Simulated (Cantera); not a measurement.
## Low-pressure radical oxidation in H2/O2

An isothermal, constant-pressure homogeneous reactor starts with H2 : O2 = 0.091 : 1 (molar parts), at 1350 K and 0.00158 atm.

Detailed kinetics in Cantera: the H2/O2 subset of GRI-Mech 3.0, which has no nitrogen chemistry. Radical loss at walls, strong at low pressure, is not modelled. The temperature is held fixed by assumption; the heat of reaction is taken as removed at once.

```tsv
t (s)	x H2	x O2	x H2O2	x OH	x HO2	x O
0.000200	0.0834	0.917	5.48e-12	6.79e-9	2.09e-8	7.35e-9
0.000971	0.0834	0.917	1.27e-10	1.11e-7	1.01e-7	1.39e-7
0.00472	0.0831	0.916	2.65e-9	0.000114	4.67e-7	0.000148
0.0229	0.00214	0.851	1.28e-8	0.00808	4.03e-7	0.0539
0.111	0.00208	0.853	1.28e-8	0.00799	4.02e-7	0.0522
0.540	0.00184	0.861	1.29e-8	0.00754	3.95e-7	0.0450
2.62	0.00101	0.886	1.21e-8	0.00567	3.43e-7	0.0232
12.7	0.000148	0.909	6.28e-9	0.00220	1.43e-7	0.00324
61.8	9.57e-6	0.912	1.48e-9	0.000560	2.60e-8	0.000208
300	9.45e-7	0.913	3.55e-10	0.000176	2.51e-8	2.05e-5
```
x: mole fraction; the columns are a selection and need not sum to one.

Equilibrium at this temperature and pressure: H2 4.68e-7, O2 0.913, H2O2 2.64e-10, OH 0.000124, HO2 3.32e-8, O 1.01e-5 (gas phase only).
